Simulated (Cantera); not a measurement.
Input: 1 mol Si2H6, a varied amount of O3, equilibrated at 1875 K and 21.0 Pa.

Equilibrium computed with Cantera from the NASA thermochemical tables; the gas is ideal and each condensed phase is pure. Candidate condensed phases: H2O, Si, SiO2; 18 gas species. The feed counts by its element totals alone. The tables hold silica as quartz up to 1696 K and as liquid above; real silica turns to tridymite and cristobalite and melts near 1996 K. Gases not in the tables: Si2H6 and higher silanes. Equilibrium is a limit: real reactors are often held back by kinetics, nucleation or transport.

### Question
Which condensed phases are stable at each of these points (n(O3) (mol)): 0.071, 0.11, 0.16, 0.24, 0.35, 0.52, 0.78, 1.2, 1.7, 2.6?

### Answer
```
n(O3) (mol)  condensed phases  Si condensed (%)
-----------  ----------------  ----------------
0.071                   Si(l)              81.7
0.11                    Si(l)              75.6
0.16                    Si(l)              67.7
0.24                    Si(l)              55.2
0.35                    Si(l)              37.9
0.52                    Si(l)              11.2
0.78          SiO2(condensed)               2.5
1.2           SiO2(condensed)              56.3
1.7           SiO2(condensed)              91.0
2.6           SiO2(condensed)              99.8
```

From 0.071 mol O3 to 0.52 mol O3 the condensed part is Si(l). From 0.78 mol O3 to 2.6 mol O3 the condensed part is SiO2(condensed).
